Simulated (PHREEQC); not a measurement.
Solution (63 °C): 1 mol/kgw MgCl2 and 0.0017 mol/kgw CO2. Closed to the air; pH follows from the charge balance.

All values are PHREEQC results (Pitzer model, pitzer.dat), not measurements.

The pH is 4.20, the ionic strength is 3.00 mol/kgw and the activity of water comes out as 0.945. The density is 1.055 g/cm³ and the osmotic coefficient comes out as 1.049.

| species | molality | activity | log γ |
|---|---|---|---|
| Cl- | 2.00 | 1.16 | -0.235 |
| Mg+2 | 1.00 | 0.328 | -0.485 |
| CO2 | 0.00165 | 0.00233 | 0.150 |
| H+ | 4.88e-5 | 6.29e-5 | 0.110 |
| HCO3- | 4.86e-5 | 1.82e-5 | -0.426 |
| MgOH+ | 1.71e-7 | 1.45e-7 | -0.072 |
| OH- | 1.18e-8 | 1.70e-9 | -0.843 |
| CO3-2 | 1.08e-8 | 2.06e-11 | -2.718 |
| MgCO3 | 1.01e-8 | 1.01e-8 | 0.000 |

Precipitation was switched off in this run. In brines, pH and single-ion activities rest on the MacInnes convention. Away from 25 °C the constants follow the database's enthalpies or fits; those with neither stay at their 25 °C values.
